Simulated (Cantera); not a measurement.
A closed system holds: 1 mol TEOS, 0.11 mol CO2, 3.2 mol N2, at 1625 °C and 0.0100 bar.

Cantera equilibrium calculation (NASA polynomials, part measured and part estimated; ideal gas, pure solids and liquids). Candidate condensed phases: C, C6H6, C7H8, C8H18, H2O, Si, SiC, SiO2, Si2N2O, Si3N4; 151 gas species. The feed counts by its element totals alone. Rates play no part.

Base state: H2 0.568, CO 0.240, N2 0.182, H 0.00590, HCN 0.00310, SiO 0.00174, C2H2 (acetylene) 0.000214, HNC 0.000145 (mole fractions); condensed: C(graphite) + SiC(s).

**Question.** What changes in the equilibrium state with this change: temperature from 1625 °C to 375 °C?

**Answer.** 
| species | before | after |
|---|---|---|
| H2 | 0.568 | 0.525 |
| N2 | 0.182 | 0.252 |
| H2O | 2.45e-7 | 0.113 |
| CO | 0.240 | 0.00783 |
| CH4 | 1.82e-6 | 0.0751 |
| CO2 | 2.46e-8 | 0.0269 |
| SiO | 0.00174 | <1e-9 |
| H | 0.00590 | <1e-9 |
| HCN | 0.00310 | <1e-9 |
| C2H2 (acetylene) | 0.000214 | <1e-9 |
| C(graphite), mol | 2.89 | 6.72 |
| SiC(s), mol | 0.969 | 0 |
| SiO2(α-quartz), mol | 0 | 1.00 |

**Question.** What changes in the equilibrium state with this change: temperature from 1625 °C to 1777 °C?

**Answer.** 
```json
[
 {"species": "H2", "before": "0.568", "after": "0.557"},
 {"species": "CO", "before": "0.240", "after": "0.238"},
 {"species": "N2", "before": "0.182", "after": "0.179"},
 {"species": "H", "before": "0.00590", "after": "0.0169"},
 {"species": "HCN", "before": "0.00310", "after": "0.00564"},
 {"species": "SiO", "before": "0.00174", "after": "0.00248"},
 {"species": "SiC2", "before": "1.14e-6", "after": "2.64e-5"},
 {"species": "Si2C", "before": "7.89e-7", "after": "1.71e-5"},
 {"species": "C(graphite), mol", "before": "2.89", "after": "2.86"},
 {"species": "SiC(s), mol", "before": "0.969", "after": "0.946"}
]
```
